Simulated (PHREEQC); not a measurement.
Dissolve 0.0033 mol/kgw CdCl2, 0.039 mol/kgw H3BO3 and 4.9e-05 mol/kgw H2SO4 at 17 °C. Closed to the air; pH follows from the charge balance.

Equilibrium calculation in PHREEQC: ion-association model, wateq4f.dat.

Precipitation was switched off in this run.

Question: Estimate the pH, ionic strength.

Answer: pH 4.04; ionic strength 0.00821 mol/kgw.

Question: In which forms is Cl present?

Answer: Cl- 86 %, CdCl+ 13 %, CdCl2 0.5 % of the Cl.

Complexes and solids missing from the database can't appear.
